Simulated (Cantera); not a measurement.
A Cantera script and what it prints.

```python
import numpy as np
import cantera as ct

gas_names = """
    N NO NO2 NO3 N2 N2O O O2 O3 Si SiN SiO SiO2 Si2 Si2N Si3
""".split()
cond_names = """
    Si(cr) Si(L) SiO2(Lqz) SiO2(hqz) SiO2(L) Si2N2O(s) Si3N4(a)
""".split()


# ... load() reads the species with a 1 bar reference pressure and builds the phases ...
atoms = {
    'Si3N4': {'Si': 3, 'N': 4},
    'O2': {'O': 2},
    'N2': {'N': 2},
}
top_T = {'Si2N2O(s)': 2100, 'Si3N4(a)': 2400}  # K; cautious upper limits of use, not melting points


# ... equilibrate(T, P, feed) seeds the gas with the atoms and calls Mixture.equilibrate('TP', solver="vcs", rtol=1e-11, max_steps=5000) ...
results = []
P = 590000  # Pa
for T in [1823, 1873, 1923, 1973, 2023, 2073, 2123, 2173, 2223]:
    for m in [43, 64, 85, 110, 130, 150, 170, 190, 210, 230, 250, 270]:
        feed = {'Si3N4': 1, 'O2': 0.017, 'N2': m}  # mol
        mix = equilibrate(T, P, feed)
        results.append((T, P, feed, dict(zip(mix.species_names, mix.species_moles))))

for T, P, feed, n in results:
    print(f"{T:7g} {feed['N2']:10.4g}  " + (" + ".join(c for c in cond_names if n.get(c, 0) > 1e-12) or "gas only"))
```

Output:

```
   1823         43  Si2N2O(s) + Si3N4(a)
   1823         64  Si2N2O(s) + Si3N4(a)
   1823         85  Si2N2O(s) + Si3N4(a)
   1823        110  Si2N2O(s) + Si3N4(a)
   1823        130  Si2N2O(s) + Si3N4(a)
   1823        150  Si2N2O(s) + Si3N4(a)
   1823        170  Si2N2O(s) + Si3N4(a)
   1823        190  Si2N2O(s) + Si3N4(a)
   1823        210  Si2N2O(s) + Si3N4(a)
   1823        230  Si2N2O(s) + Si3N4(a)
   1823        250  Si2N2O(s) + Si3N4(a)
   1823        270  Si2N2O(s) + Si3N4(a)
   1873         43  Si2N2O(s) + Si3N4(a)
   1873         64  Si2N2O(s) + Si3N4(a)
   1873         85  Si2N2O(s) + Si3N4(a)
   1873        110  Si2N2O(s) + Si3N4(a)
   1873        130  Si2N2O(s) + Si3N4(a)
   1873        150  Si2N2O(s) + Si3N4(a)
   1873        170  Si2N2O(s) + Si3N4(a)
   1873        190  Si2N2O(s) + Si3N4(a)
   1873        210  Si2N2O(s) + Si3N4(a)
   1873        230  Si2N2O(s) + Si3N4(a)
   1873        250  Si2N2O(s) + Si3N4(a)
   1873        270  Si2N2O(s) + Si3N4(a)
   1923         43  Si2N2O(s) + Si3N4(a)
   1923         64  Si2N2O(s) + Si3N4(a)
   1923         85  Si2N2O(s) + Si3N4(a)
   1923        110  Si2N2O(s) + Si3N4(a)
   1923        130  Si2N2O(s) + Si3N4(a)
   1923        150  Si2N2O(s) + Si3N4(a)
   1923        170  Si2N2O(s) + Si3N4(a)
   1923        190  Si2N2O(s) + Si3N4(a)
   1923        210  Si2N2O(s) + Si3N4(a)
   1923        230  Si2N2O(s) + Si3N4(a)
   1923        250  Si2N2O(s) + Si3N4(a)
   1923        270  Si2N2O(s) + Si3N4(a)
   1973         43  Si2N2O(s) + Si3N4(a)
   1973         64  Si2N2O(s) + Si3N4(a)
   1973         85  Si2N2O(s) + Si3N4(a)
   1973        110  Si2N2O(s) + Si3N4(a)
   1973        130  Si2N2O(s) + Si3N4(a)
   1973        150  Si2N2O(s) + Si3N4(a)
   1973        170  Si2N2O(s) + Si3N4(a)
   1973        190  Si2N2O(s) + Si3N4(a)
   1973        210  Si3N4(a)
   1973        230  Si3N4(a)
   1973        250  Si3N4(a)
   1973        270  Si3N4(a)
   2023         43  Si2N2O(s) + Si3N4(a)
   2023         64  Si2N2O(s) + Si3N4(a)
   2023         85  Si3N4(a)
   2023        110  Si3N4(a)
   2023        130  Si3N4(a)
   2023        150  Si3N4(a)
   2023        170  Si3N4(a)
   2023        190  Si3N4(a)
   2023        210  Si3N4(a)
   2023        230  Si3N4(a)
   2023        250  Si3N4(a)
   2023        270  Si3N4(a)
   2073         43  Si3N4(a)
   2073         64  Si3N4(a)
   2073         85  Si3N4(a)
   2073        110  Si3N4(a)
   2073        130  Si3N4(a)
   2073        150  Si3N4(a)
   2073        170  Si3N4(a)
   2073        190  Si3N4(a)
   2073        210  Si3N4(a)
   2073        230  Si3N4(a)
   2073        250  Si3N4(a)
   2073        270  Si3N4(a)
   2123         43  Si3N4(a)
   2123         64  Si3N4(a)
   2123         85  Si3N4(a)
   2123        110  Si3N4(a)
   2123        130  Si3N4(a)
   2123        150  Si3N4(a)
   2123        170  Si3N4(a)
   2123        190  Si3N4(a)
   2123        210  Si3N4(a)
   2123        230  Si3N4(a)
   2123        250  Si3N4(a)
   2123        270  Si3N4(a)
   2173         43  Si3N4(a)
   2173         64  Si3N4(a)
   2173         85  Si3N4(a)
   2173        110  Si3N4(a)
   2173        130  Si3N4(a)
   2173        150  Si3N4(a)
   2173        170  Si3N4(a)
   2173        190  Si3N4(a)
   2173        210  Si3N4(a)
   2173        230  Si3N4(a)
   2173        250  Si3N4(a)
   2173        270  Si3N4(a)
   2223         43  Si3N4(a)
   2223         64  Si3N4(a)
   2223         85  Si3N4(a)
   2223        110  Si3N4(a)
   2223        130  Si3N4(a)
   2223        150  Si3N4(a)
   2223        170  Si3N4(a)
   2223        190  Si3N4(a)
   2223        210  Si3N4(a)
   2223        230  Si3N4(a)
   2223        250  Si3N4(a)
   2223        270  Si3N4(a)
```

These are equilibrium values from Cantera (NASA tables, ideal gas, pure condensed phases), not measurements of a reactor. Mutual solubility and eutectic melting of coexisting phases are not modelled.
